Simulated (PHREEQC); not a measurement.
Model water analysis in mg/kgw, 59 °C, pH 6.44, pe 11.1: Na 0.858; K 1.66; Ca 9.41; Mg 3.45; Cl 0.557; S(6) as SO4 15.1; Alkalinity as HCO3 29.2; Cd 0.54; F 0.234; Zn 0.454; O(0) (dissolved oxygen) 0.21.

Valence states are taken as typed.

Computed with PHREEQC (ion-association model, phreeqc.dat).

The ionic strength is 0.00133 mol/kgw, the specific conductance is 167 µS/cm and the charge-balance error is 2.2 %.

| species | molality | activity | log γ |
|---|---|---|---|
| HCO3- | 0.000475 | 0.000455 | -0.019 |
| CO2 | 0.000322 | 0.000322 | 0.000 |
| Ca+2 | 0.000228 | 0.000192 | -0.075 |
| SO4-2 | 0.000144 | 0.000122 | -0.075 |
| Mg+2 | 0.000134 | 0.000113 | -0.074 |
| K+ | 4.24e-5 | 4.06e-5 | -0.019 |
| Na+ | 3.73e-5 | 3.57e-5 | -0.019 |
| Cl- | 1.57e-5 | 1.50e-5 | -0.019 |
| F- | 1.22e-5 | 1.16e-5 | -0.019 |
| MgSO4 | 7.06e-6 | 7.06e-6 | 0.000 |
| O2 | 6.56e-6 | 6.56e-6 | 0.000 |
| Zn+2 | 6.18e-6 | 5.21e-6 | -0.075 |
| CaSO4 | 5.22e-6 | 5.22e-6 | 0.000 |

This is a speciation only: nothing precipitates in the calculation. Constants without temperature data keep their 25 °C values here.
